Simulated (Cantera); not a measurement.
Input: 1 mol BaF₂, 6.5 mol O₂, 290 mol N₂, at 1673.15 K and 0.260 bar.

These are equilibrium values from Cantera (NASA tables, ideal gas, pure condensed phases), not measurements of a reactor. Candidate condensed phases: Ba, BaF₂, BaO; 20 gas species. Equilibrium is a limit: real reactors are often held back by kinetics, nucleation or transport.

Base state: N₂ 0.976, O₂ 0.0214, BaF₂ 0.00210, NO 0.000929 (mole fractions); condensed: BaF₂(l).

Task: What changes in the equilibrium state with this change: temperature from 1673.15 K to 1398.15 K?

Result: 
```
species         before     after
------------  --------  --------
N₂               0.976     0.978
O₂              0.0214    0.0218
NO            0.000929  0.000257
BaF₂           0.00210   1.47e-5
BaF₂(l), mol     0.377         0
BaF₂(s), mol         0     0.996
```

Task: What changes in the equilibrium state with this change: temperature from 1673.15 K to 1525 K?

Result: 
```json
[
 {"species": "N₂", "before": "0.976", "after": "0.978"},
 {"species": "O₂", "before": "0.0214", "after": "0.0217"},
 {"species": "NO", "before": "0.000929", "after": "0.000494"},
 {"species": "BaF₂", "before": "0.00210", "after": "0.000190"},
 {"species": "BaF₂(l), mol", "before": "0.377", "after": "0"},
 {"species": "BaF₂(s), mol", "before": "0", "after": "0.944"}
]
```
